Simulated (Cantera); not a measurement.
Charge: 1 mol CsOH, 7.8 mol H2O, equilibrated at 998 K and 0.133 bar.

Equilibrium computed with Cantera from the NASA thermochemical tables; the gas is ideal and each condensed phase is pure. Candidate condensed phases: Cs, CsOH, H2O; 15 gas species. Kinetics and transport are ignored.

Base state: H2O 0.893, CsOH 0.0989, Cs2(OH)2 0.00782 (mole fractions); condensed: gas only.

Question: What changes in the equilibrium state with this change: CsOH replaced by LiOH?

Answer: 
```csv
species,before,after
H2O,0.893,1.000
LiOH,0,5.66e-5
Li2(OH)2,0,1.17e-5
CsOH,0.0989,0
Cs2(OH)2,0.00782,0
"Li2O(s), mol",0,0.500
```
Further candidate phases: Li, LiH, LiOH, Li2O.
